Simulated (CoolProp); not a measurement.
Saturation properties of benzene.

The numbers come from the reference Helmholtz-energy equation of state, Thol 2012 in CoolProp.

| T (°C) | p (bar) | vapour viscosity (µPa s) | liquid conductivity (mW/(m K)) |
|---|---|---|---|
| 22.65 | 0.1138 | 7.50 | 142 |
| 42.15 | 0.2662 | 7.97 | 135 |
| 61.55 | 0.5518 | 8.43 | 129 |
| 80.95 | 1.041 | 8.89 | 123 |
| 100.35 | 1.819 | 9.34 | 117 |
| 119.85 | 2.990 | 9.79 | 112 |
| 139.25 | 4.649 | 10.2 | 106 |
| 158.65 | 6.919 | 10.7 | 100 |
| 178.15 | 9.942 | 11.2 | 94.8 |
| 197.55 | 13.82 | 11.7 | 89.2 |
| 216.95 | 18.71 | 12.2 | 83.6 |

It boils at 80.1 °C under 1 atm.

Viscosity comes from a separate model (Avgeri 2014). Thermal conductivity comes from a separate model (Assael 2012).
